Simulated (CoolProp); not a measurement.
The numbers come from the reference Helmholtz-energy equation of state, Thol 2016 in CoolProp.

Problem. For hexamethyldisiloxane (MM), give the phase and the cp (kJ/(kg K)), cv (kJ/(kg K)), speed of sound (m/s), isothermal compressibility (1/MPa) at 492.3 K and 9.66 bar; 492.3 K and 96.6 bar.

Solution. 
- 492.3 K and 9.66 bar: gas; cp 2.21, cv 2.00, speed of sound 117, isothermal compressibility 1.54
- 492.3 K and 96.6 bar: liquid; cp 2.36, cv 2.01, speed of sound 454, isothermal compressibility 0.00998
